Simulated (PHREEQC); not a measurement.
A made-up water analysis in mg/kgw, 25 °C, pH 6.21, pe -1.5: Na 0.016; K 0.00466; Ca 0.152; Mg 0.0392; Cl 0.0651; S(6) as SO4 0.0278; Alkalinity as HCO3 0.565; Li 0.000491; B 0.000357.

Valence states are taken as typed.

Equilibrium calculation in PHREEQC: ion-association model, wateq4f.dat.

- ionic strength = 1.80e-5 mol/kgw
- charge-balance error = 0.1 %

```tsv
species	molality	activity	log γ
CO2	1.36e-5	1.36e-5	0.000
HCO3-	9.86e-6	9.81e-6	-0.002
Ca+2	3.79e-6	3.72e-6	-0.009
Cl-	1.84e-6	1.83e-6	-0.002
Mg+2	1.61e-6	1.58e-6	-0.009
Na+	6.96e-7	6.93e-7	-0.002
H+	6.20e-7	6.17e-7	-0.002
SO4-2	2.89e-7	2.83e-7	-0.009
K+	1.19e-7	1.19e-7	-0.002
Li+	7.08e-8	7.04e-8	-0.002
H3BO3	3.30e-8	3.30e-8	0.000
OH-	1.63e-8	1.62e-8	-0.002
```

No solid was allowed to form. Species that the database lacks are ignored.
